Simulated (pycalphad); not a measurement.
## Phase fractions of Si-1.724C (wt.%)

Source of the numbers: pycalphad with the COST 507 light-alloy database (1999); pressure 1 atm. The data set is of 1999 and partly superseded. Amounts are mole fractions of atoms. Kinetics are ignored, which matters at the lower temperatures.

```csv
T (K),liquid,CSI,diamond (Si)
2600,0.959,0.041,-
2525,0.947,0.053,-
2450,0.939,0.061,-
2375,0.933,0.067,-
2300,[?],[?],-
2225,0.926,0.074,-
2150,0.924,0.076,-
2075,0.923,0.077,-
2000,0.922,0.078,-
1925,0.922,0.078,-
1850,0.921,0.079,-
1775,0.921,0.079,-
1700,0.921,0.079,-
1625,-,0.079,0.921
1550,-,0.079,0.921
1475,-,0.079,0.921
1400,-,0.079,0.921
1325,-,0.079,0.921
1250,-,0.079,0.921
1175,-,0.079,0.921
1100,-,0.079,0.921
1025,-,0.079,0.921
950,-,0.079,0.921
875,-,0.079,0.921
800,-,0.079,0.921
725,-,0.079,0.921
650,-,0.079,0.921
575,-,0.079,0.921
500,-,0.079,0.921
```

### Question
What belongs in the gaps?

### Answer

- 2300, liquid: 0.929
- 2300, CSI: 0.071

Database names, with the compositions (at.%) that they take in these runs: CSI: Si 50 C 50.
